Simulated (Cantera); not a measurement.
Charge: 1 mol Si, 0.57 mol H₂O, 1.6 mol H₂, equilibrated at 1700 °C and 1.00 bar.

These are equilibrium values from Cantera (NASA tables, ideal gas, pure condensed phases), not measurements of a reactor. Candidate condensed phases: H₂O, Si, SiO₂; 18 gas species. Gases not in the tables: Si₂H₆ and higher silanes. Kinetics and transport are ignored.

Base state: H₂ 0.791, SiO 0.208, H 0.00120, H₂O 0.000122, SiH₂ 7.19e-5, Si 3.16e-5, SiH 2.03e-5 (mole fractions); condensed: Si(l).

**Question.** What changes in the equilibrium state with this change: pressure from 1.00 bar to 0.00120 bar?

**Answer.** 
| species | before | after |
|---|---|---|
| H₂ | 0.791 | 0.740 |
| SiO | 0.208 | 0.199 |
| H | 0.00120 | 0.0335 |
| Si | 3.16e-5 | 0.0263 |
| H₂O | 0.000122 | 1.31e-7 |
| Si₂ | 3.07e-7 | 0.000256 |
| Si₃ | 6.67e-8 | 5.56e-5 |
| Si(l), mol | 0.430 | 0.351 |

**Question.** What changes in the equilibrium state with this change: temperature from 1700 °C to 900 °C?

**Answer.** 
```tsv
species	before	after
H₂	0.791	1.000
SiO	0.208	2.42e-7
H	0.00120	1.18e-7
Si	3.16e-5	<1e-9
SiH	2.03e-5	<1e-9
SiH₂	7.19e-5	6.81e-9
Si(l), mol	0.430	0
Si(s), mol	0	0.715
SiO₂(β-quartz), mol	0	0.285
```
Mutual solubility and eutectic melting of coexisting phases are not modelled. The tables hold silica as quartz up to 1696 K and as liquid above; real silica turns to tridymite and cristobalite and melts near 1996 K.

**Question.** What changes in the equilibrium state with this change: temperature from 1700 °C to 1902 °C?

**Answer.** 
| species | before | after |
|---|---|---|
| H₂ | 0.791 | 0.788 |
| SiO | 0.208 | 0.207 |
| H | 0.00120 | 0.00433 |
| Si | 3.16e-5 | 0.000289 |
| SiH | 2.03e-5 | 0.000119 |
| SiH₂ | 7.19e-5 | 0.000209 |
| Si(l), mol | 0.430 | 0.428 |
